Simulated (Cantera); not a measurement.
**Metals in furnace atmospheres: Al + H₂O + H₂**

Input: 1 mol Al, 0.82 mol H₂O, 5.3 mol H₂, equilibrated at 1475 °C.

Method: chemical equilibrium by Gibbs-energy minimisation in Cantera with the NASA 1993 tables (ideal gas, pure condensed phases). Candidate condensed phases: Al, Al₂O₃, H₂O; 19 gas species. Mutual solubility and eutectic melting of coexisting phases are not modelled. The tables' values for AlOH are old estimates; treat these amounts as uncertain. The numbers say what is thermodynamically allowed, not how fast it happens.

```json
[
 {"P (Pa)": "10", "x H₂": "0.915", "x Al": "0.0475", "x Al₂O": "0.0156", "x H": "0.0219", "x AlH": "0.000239", "n Al₂O₃(s)": "0.239", "n Al(l)": "0"},
 {"P (Pa)": "41", "x H₂": "0.927", "x Al": "0.0411", "x Al₂O": "0.0206", "x H": "0.0109", "x AlH": "0.000422", "n Al₂O₃(s)": "0.228", "n Al(l)": "0"},
 {"P (Pa)": "160", "x H₂": "0.934", "x Al": "0.0344", "x Al₂O": "0.0257", "x H": "0.00552", "x AlH": "0.000701", "n Al₂O₃(s)": "0.217", "n Al(l)": "0"},
 {"P (Pa)": "670", "x H₂": "0.938", "x Al": "0.0275", "x Al₂O": "0.0307", "x H": "0.00270", "x AlH": "0.00115", "n Al₂O₃(s)": "0.207", "n Al(l)": "0"},
 {"P (Pa)": "2700", "x H₂": "0.957", "x Al": "0.0160", "x Al₂O": "0.0237", "x H": "0.00136", "x AlH": "0.00136", "n Al₂O₃(s)": "0.223", "n Al(l)": "0.140"},
 {"P (Pa)": "11000", "x H₂": "0.989", "x Al": "0.00393", "x Al₂O": "0.00583", "x H": "0.000685", "x AlH": "0.000683", "n Al₂O₃(s)": "0.261", "n Al(l)": "0.377"},
 {"P (Pa)": "45000", "x H₂": "0.997", "x Al": "0.000962", "x Al₂O": "0.00142", "x H": "0.000340", "x AlH": "0.000339", "n Al₂O₃(s)": "0.270", "n Al(l)": "0.434"},
 {"P (Pa)": "180000", "x H₂": "0.999", "x Al": "0.000240", "x Al₂O": "0.000356", "x H": "0.000170", "x AlH": "0.000170", "n Al₂O₃(s)": "0.273", "n Al(l)": "0.448"},
 {"P (Pa)": "740000", "x H₂": "1.000", "x Al": "5.85e-5", "x Al₂O": "8.66e-5", "x H": "8.40e-5", "x AlH": "8.37e-5", "n Al₂O₃(s)": "0.273", "n Al(l)": "0.452"},
 {"P (Pa)": "3000000", "x H₂": "1.000", "x Al": "1.44e-5", "x Al₂O": "2.14e-5", "x H": "4.17e-5", "x AlH": "4.16e-5", "n Al₂O₃(s)": "0.273", "n Al(l)": "0.453"}
]
```
x: gas mole fraction; n: condensed amount in mol.

From 10.0 Pa to 6.70 mbar the condensed part is Al₂O₃(s). From 27.0 mbar to 30.0 bar the condensed part is Al(l) + Al₂O₃(s). The main Al-bearing gas is Al at 10.0 Pa and Al₂O at 30.0 bar. The share of Al in condensed phases is highest at 30.0 bar (99.9 %) and lowest at 6.70 mbar (41.3 %).
